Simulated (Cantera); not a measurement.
A freely propagating, adiabatic, planar premixed flame of CH4 : C2H6 : O2 : N2 = 1 : 0.72 : 5.32 : 20 (molar parts), unburnt at 448 K and 975 Torr; mixture-averaged transport, grid criteria slope 0.08 and curve 0.16, no radiation.

Detailed kinetics in Cantera: GRI-Mech 3.0 (53 species, 325 reactions). Burning velocities carry a grid error of a few per cent, more on coarse grids.

**Question.** What does this change do: CH4 1 to 1.3 parts?

**Answer.** 
```tsv
quantity	before	after
laminar burning velocity	63.3 cm/s	71.7 cm/s
thermal thickness	0.310 mm	0.291 mm
peak x(CH2)	3.26e-5	4.98e-5
peak x(O)	0.00422	0.00410
```
